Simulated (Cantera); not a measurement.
An adiabatic, constant-volume homogeneous reactor starts with 4.33 % C₃H₈, 9.66 % O₂, 86.0 % N₂, equivalence ratio 2.2, at 1123 K and 0.543 atm.

Computed with Cantera and GRI-Mech 3.0 (53 species, 325 reactions). GRI-Mech 3.0 was tuned for natural gas; its chemistry of propane as a main component is partial and can be far from experiment.

Predict: time of steepest temperature rise; temperature at 0.200 s; equilibrium temperature; x(O₂) at 0.200 s; x(HCO) at 0.200 s; x(N₂O) at 0.200 s.


```
Item                                                                  Value
---------------------------------  ----------------------------------------
time of steepest temperature rise                                   72.3 ms
temperature at 0.200 s                                               1964 K
equilibrium temperature                                              1964 K
x(O₂) at 0.200 s                    7.73e-9 (gas-phase equilibrium 7.96e-9)
x(HCO) at 0.200 s                   1.71e-8 (gas-phase equilibrium 1.71e-8)
x(N₂O) at 0.200 s                  5.95e-9 (gas-phase equilibrium 7.58e-11)
```
